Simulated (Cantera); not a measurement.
Input (Python, Cantera):

```python
import numpy as np
import cantera as ct

surf = ct.Interface("diamond.yaml", "diamond_100")
gas, bulk = surf.adjacent["gas"], surf.adjacent["diamond"]
k = surf.kinetics_species_index(bulk.species_names[0])
cover = ["c6HH", "c6H*", "c6*H", "c6**", "c6HM", "c6B"]

rows, drift = [], 0.0
print(f"{'xCH3':>10s}{'um/h':>11s}" + "".join(f"{s:>11s}" for s in cover))
for v in [1e-06, 2.4e-06, 5.9e-06, 1.4e-05, 3.4e-05, 8.3e-05, 0.0002, 0.00049, 0.0012]:
    T, P, xH, xCH3 = 950, 11000, 0.0036, v
    gas.TPX = T, P, {"H": xH, "CH3": xCH3, "CH4": 0.026, "H2": 1 - xH - xCH3 - 0.026}
    surf.TP = bulk.TP = T, P
    surf.coverages = "c6H*:0.1, c6HH:0.9"
    surf.advance_coverages(100.0)
    before = surf.coverages
    surf.advance_coverages(100.0)
    drift = max(drift, np.max(np.abs(surf.coverages - before) / (surf.coverages + 1e-9)))
    rate = surf.net_production_rates[k] * bulk.mean_molecular_weight / bulk.density * 3.6e9
    rows.append([rate, *surf[cover].coverages])
    print(f"{v:10.4g}{rate:11.4e}" + "".join(f"{x:11.3e}" for x in rows[-1][1:]))
```

Output:

```
      xCH3       um/h       c6HH       c6H*       c6*H       c6**       c6HM        c6B
     1e-06 4.5336e-02  6.437e-01  1.420e-02  3.352e-01  6.656e-03  1.860e-04  1.230e-10
   2.4e-06 1.0877e-01  6.435e-01  1.419e-02  3.351e-01  6.653e-03  4.463e-04  2.951e-10
   5.9e-06 2.6713e-01  6.429e-01  1.418e-02  3.348e-01  6.646e-03  1.096e-03  7.249e-10
   1.4e-05 6.3250e-01  6.417e-01  1.415e-02  3.341e-01  6.629e-03  2.595e-03  1.716e-09
   3.4e-05 1.5279e+00  6.386e-01  1.408e-02  3.325e-01  6.588e-03  6.269e-03  4.146e-09
   8.3e-05 3.6818e+00  6.313e-01  1.391e-02  3.286e-01  6.488e-03  1.511e-02  9.991e-09
    0.0002 8.6075e+00  6.145e-01  1.353e-02  3.196e-01  6.261e-03  3.532e-02  2.336e-08
   0.00049 1.9639e+01  5.770e-01  1.268e-02  2.995e-01  5.754e-03  8.061e-02  5.329e-08
    0.0012 4.1189e+01  5.035e-01  1.101e-02  2.601e-01  4.773e-03  1.691e-01  1.118e-07
```

Computed with Cantera and the Harris–Goodwin 1993 mechanism for the reconstructed diamond (100) surface.
